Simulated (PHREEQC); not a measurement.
0.49 g of hydrous ferric oxide (600 m²/g; 0.2 weak and 0.005 strong sites per Fe, Dzombak-Morel constants, diffuse double layer) in 1 kg of water with 0.05 mol/kgw of an inert sodium salt, at 25 °C; the pH is set by adding NaOH or the inert anion's acid. O2 is buffered at 0.21 atm. The system is closed to CO2. No solid was allowed to form.

Base run: PHREEQC, ion-association model, wateq4f.dat. Each further column changes one thing. The table gives surface charge σ (C/m²).

```tsv
pH	base	background salt from 0.05 to 0.005 mol/kgw	oxide from 0.49 to 2.5 g/kgw	0.00063 mol/kgw Na2SeO4 added
4	0.294	0.185	0.296	0.089
4.38	0.253	0.144	0.254	0.085
5.12	0.168	?	0.169	?
5.5	0.130	0.060	0.131	0.063
5.88	0.098	0.042	0.098	0.054
6.62	0.051	0.020	0.051	?
7	0.034	0.013	0.034	0.028
7.38	0.021	0.007	0.021	0.019
8.12	0.000	0.000	0.000	0.000
8.5	-0.010	-0.004	-0.010	-0.011
8.88	-0.022	-0.008	-0.022	-0.022
9.62	-0.052	-0.020	-0.052	-0.053
10	-0.074	-0.031	-0.074	-0.075
```

Q: Complete the blanks.

A: 
- 5.12, background salt from 0.05 to 0.005 mol/kgw: 0.083
- 5.12, 0.00063 mol/kgw Na2SeO4 added: 0.072
- 6.62, 0.00063 mol/kgw Na2SeO4 added: 0.037
